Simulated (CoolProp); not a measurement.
A closed Brayton cycle with carbon dioxide: compressor inlet 305.15 K and 7.6 MPa, high pressure 23.2 MPa, turbine inlet 685 K, compressor efficiency 0.85, turbine efficiency 0.9, recuperator effectiveness 0 (on enthalpy, no pinch check). Each further row changes one setting.

Computed with CoolProp (reference Helmholtz-energy equation of state, Span 1996).

```csv
case,thermal efficiency (%),net work (kJ/kg),compressor to turbine work,compressor exit (K),turbine exit (K)
as stated,16.9,87.7,0.24,344.2,565.9
turbine inlet 635 K,16.9,[?],[?],344.2,520.4
compressor inlet 315.15 K,[?],[?],[?],404.9,565.9
high pressure 19.7 MPa,14.8,[?],0.22,337.8,[?]
recuperator effectiveness 0.5,22.7,87.7,0.24,344.2,565.9
```

### Question
Complete the blanks.

### Answer

- turbine inlet 635 K, net work (kJ/kg): 76.9
- turbine inlet 635 K, compressor to turbine work: 0.27
- compressor inlet 315.15 K, thermal efficiency (%): 16.1
- compressor inlet 315.15 K, net work (kJ/kg): 61.9
- compressor inlet 315.15 K, compressor to turbine work: 0.47
- high pressure 19.7 MPa, net work (kJ/kg): 78.4
- high pressure 19.7 MPa, turbine exit (K): 583.0
